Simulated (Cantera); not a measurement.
An isothermal, constant-pressure homogeneous reactor starts with C₃H₈ : H₂ = 1 : 1.6 (molar parts), at 1848 K and 0.353 Torr.

Detailed kinetics in Cantera: GRI-Mech 3.0 (53 species, 325 reactions). GRI-Mech 3.0 was tuned for natural gas; its chemistry of propane as a main component is partial and can be far from experiment. GRI-Mech 3.0 stops at C3 and has no aromatics, soot or wall deposition, so with more carbon than oxygen in the feed, carbon stays in small species such as C2H2 where larger ones or solid carbon would form. Radical loss at walls, strong at low pressure, is not modelled.

x: mole fraction; the columns are a selection and need not sum to one.

```
t (s)       x C₃H₈   x H₂   x C₂H₂     x C₂H    x C₂H₄  x CH₂    x C₂H₆
--------  --------  -----  -------  --------  --------  -----  --------
0.000100     0.361  0.605  2.66e-7  1.48e-12   0.00148      ?  0.000196
0.000353     0.296  0.580  2.28e-5  5.92e-10    0.0176      ?   0.00169
0.00125      0.112  0.497  0.00274   3.03e-7     0.110      ?   0.00577
0.00440   0.000286  0.486   0.0900   2.47e-5     0.120      ?   0.00105
0.0155     2.61e-7  0.571    0.188   2.04e-5    0.0388      ?  0.000195
0.0548     3.69e-8  0.617    0.225   1.30e-5   0.00887      ?   6.36e-5
0.193      6.80e-9  0.652    0.241   1.00e-5   0.00234      ?   2.25e-5
0.682      1.05e-9  0.687    0.253   9.79e-6  0.000674      ?   6.68e-6
2.41      6.30e-11  0.715    0.263   1.26e-5  0.000105      ?   9.88e-7
8.50        <1e-12  0.725    0.266   2.53e-5   7.78e-6      ?   2.63e-8
30.0        <1e-12  0.718    0.266   6.52e-5   1.86e-6      ?  2.63e-11
```

Question: What belongs in the gaps?

Answer: 
- 0.000100, x CH₂: 1.45e-6
- 0.000353, x CH₂: 4.14e-5
- 0.00125, x CH₂: 0.000217
- 0.00440, x CH₂: 0.000176
- 0.0155, x CH₂: 5.66e-5
- 0.0548, x CH₂: 2.39e-5
- 0.193, x CH₂: 1.29e-5
- 0.682, x CH₂: 8.37e-6
- 2.41, x CH₂: 5.79e-6
- 8.50, x CH₂: 3.45e-6
- 30.0, x CH₂: 5.95e-7
